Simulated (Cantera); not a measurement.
# Gas-phase reforming

An isothermal, constant-pressure homogeneous reactor starts with 45.7 % CH₄, 42.0 % CO₂, 12.3 % H₂, at 1825 K and 6.60 bar.

Computed with Cantera and GRI-Mech 3.0 (53 species, 325 reactions).

```
t (s)       x CH₄     x CO₂   x H₂   x C₂H₂    x H₂O    x C₂H    x C₂H₄
--------  -------  --------  -----  -------  -------  -------  --------
0.000300    0.288     0.344  0.245   0.0454   0.0305  1.24e-7    0.0122
0.000902    0.167     0.242  0.300   0.0908   0.0924  2.45e-7   0.00689
0.00271    0.0710     0.107  0.296    0.120    0.188  3.54e-7   0.00528
0.00815    0.0347    0.0480  0.317    0.114    0.201  3.47e-7   0.00482
0.0245     0.0289    0.0335  0.374   0.0833    0.147  2.31e-7   0.00408
0.0736     0.0238    0.0193  0.437   0.0488   0.0858  1.24e-7   0.00278
0.221      0.0179   0.00873  0.487   0.0240   0.0394  5.76e-8   0.00151
0.665      0.0127   0.00295  0.517   0.0111   0.0135  2.59e-8  0.000743
2.00      0.00966  0.000563  0.531  0.00616  0.00260  1.42e-8  0.000423
```
x: mole fraction; the columns are a selection and need not sum to one.

Equilibrium at this temperature and pressure: CH₄ 0.00881, CO₂ 1.29e-5, H₂ 0.534, C₂H₂ 0.00508, H₂O 5.96e-5, C₂H 1.17e-8, C₂H₄ 0.000350 (gas phase only).
